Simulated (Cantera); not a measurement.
Charge: 1 mol Ta, 2.4 mol CH4, a varied amount of H2, held at 190000 Pa.

These are equilibrium values from Cantera (NASA tables, ideal gas, pure condensed phases), not measurements of a reactor. Candidate condensed phases: C, C6H6, C7H8, C8H18, Ta, TaC; 77 gas species. TaC: taken at fixed stoichiometry. Condensed phases not in the tables: Ta2C. Equilibrium is a limit: real reactors are often held back by kinetics, nucleation or transport.

Q: What condenses at these points (T in °C, n(H2) in mol): (1225, 94); (850, 94); (1600, 24); (1825, 47); (1825, 28)?

A: 
| T (°C) | n(H2) in mol | condensed phases | Ta condensed (%) |
|---|---|---|---|
| 1225 | 94 | C + TaC | 100.0 |
| 850 | 94 | TaC | 100.0 |
| 1600 | 24 | C + TaC | 100.0 |
| 1825 | 47 | C + TaC | 100.0 |
| 1825 | 28 | C + TaC | 100.0 |
